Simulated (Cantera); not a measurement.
## Stirred combustor or abatement burner

A perfectly stirred reactor is fed with 13.2 % CO, 1.19 % H2, 16.7 % O2, 62.8 % N2, 6.06 % H2O, equivalence ratio 0.43, at 760 Torr; it is adiabatic with a 375 K inlet, and is followed from long to short residence time, starting on the burning branch (τ in s: 0.19, 0.072, 0.027, 0.01, 0.0038, 0.0014, 0.00053, 0.0002, 7.4e-05, 2.8e-05, 1e-05).

Model: GRI-Mech 3.0 (53 species, 325 reactions), integrated in Cantera.

```csv
τ (s),T (K),x CO,x H2,x O2,x H2O2,x CO2,x H2O,x H
0.19,1568,0.000632,4.46e-5,0.103,1.13e-7,0.141,0.0777,8.92e-6
0.072,1562,0.00121,8.44e-5,0.103,1.77e-7,0.141,0.0775,2.33e-5
0.027,1551,0.00234,0.000159,0.104,2.78e-7,0.139,0.0772,6.05e-5
0.010,1530,0.00460,0.000295,0.104,4.45e-7,0.137,0.0768,0.000154
0.0038,1489,0.00909,0.000515,0.106,7.40e-7,0.132,0.0761,0.000359
0.0014,1393,0.0211,0.000849,0.111,1.51e-6,0.119,0.0751,0.000703
0.00053,375,0.132,0.0119,0.167,<1e-12,<1e-12,0.0606,<1e-12
0.00020,375,0.132,0.0119,0.167,<1e-12,<1e-12,0.0606,<1e-12
7.4e-5,375,0.132,0.0119,0.167,<1e-12,<1e-12,0.0606,<1e-12
2.8e-5,375,0.132,0.0119,0.167,<1e-12,<1e-12,0.0606,<1e-12
1.0e-5,375,0.132,0.0119,0.167,<1e-12,<1e-12,0.0606,<1e-12
```
x: mole fraction; the columns are a selection and need not sum to one.
